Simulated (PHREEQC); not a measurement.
Consider water at 20 °C with 1.1 mmol/kgw KOH and 0.33 mmol/kgw NaAlO2. Closed to the air; pH follows from the charge balance.

All values are PHREEQC results (ion-association model, wateq4f.dat), not measurements.

```
quantity                   before     after
------------------------  -------  --------
pH                          11.19      8.23
ionic strength (mol/kgw)  0.00143  0.000330
```

**Question.** Which change was made?
A) temperature from 20 to 55 °C
B) diluted 100-fold with water
C) NaAlO2 left out
D) KOH left out
E) NaAlO2 from 0.00033 to 0.00165 mol/kgw

**Answer.** D, KOH left out

Precipitation was switched off in this run. Some of these states are supersaturated (in Gibbsite (slow to form), Al(OH)3(a), Boehmite (slow to form), for instance).
